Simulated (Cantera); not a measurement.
Mixture: 5.56 % CH₃OH, 19.9 % O₂, 74.6 % N₂, at 0.720 bar, adiabatic and at constant volume. Ignition delay is the time to a rise of 400 K.

Cantera simulation using GRI-Mech 3.0 (53 species, 325 reactions); the numbers are that mechanism's predictions, not measurements. GRI-Mech 3.0 was tuned for natural gas; its chemistry of methanol as a main component is partial and can be far from experiment.

Task: Predict: delay at 1275 K; delay at 1375 K; delay at 1475 K; delay at 1575 K; apparent activation energy between 1525 and 1625 K.

Result: 
- delay at 1275 K: 4.80 ms
- delay at 1375 K: 1.34 ms
- delay at 1475 K: 0.469 ms
- delay at 1575 K: 0.198 ms
- apparent activation energy between 1525 and 1625 K: 160 kJ/mol
